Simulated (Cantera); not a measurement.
A closed system holds: 1 mol Al, a varied amount of NH3, 360 mol H2, held at 4.30 mbar.

Equilibrium computed with Cantera from the NASA thermochemical tables; the gas is ideal and each condensed phase is pure. Candidate condensed phases: Al, AlN; 13 gas species. Mutual solubility and eutectic melting of coexisting phases are not modelled. Kinetics and transport are ignored.

Task: What condenses at these points (T in K, n(NH3) in mol): (1373, 2.1); (998, 12); (1148, 0.89); (1748, 5); (1448, 12); (1523, 28)?

Result: 
```tsv
T (K)	n(NH3) in mol	condensed phases	Al condensed (%)
1373	2.1	AlN	100.0
998	12	AlN	100.0
1148	0.89	Al + AlN	99.9
1748	5	gas only	0.0
1448	12	AlN	100.0
1523	28	AlN	99.9
```
